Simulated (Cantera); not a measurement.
A freely propagating, adiabatic, planar premixed flame of 40.3 % H₂, 12.6 % O₂, 47.1 % N₂, unburnt at 350 K and 1.09 atm; multicomponent transport, grid criteria slope 0.08 and curve 0.16, no radiation.

Computed with Cantera and the H2/O2 subset of GRI-Mech 3.0, which has no nitrogen chemistry. Burning velocities carry a grid error of a few per cent, more on coarse grids.

Q: Predict: laminar burning velocity; thermal thickness; peak x(O); peak x(H); peak x(OH).

A: 
```
Quantity                     Value
------------------------  --------
laminar burning velocity  385 cm/s
thermal thickness         0.308 mm
peak x(O)                  0.00484
peak x(H)                   0.0748
peak x(OH)                 0.00713
```
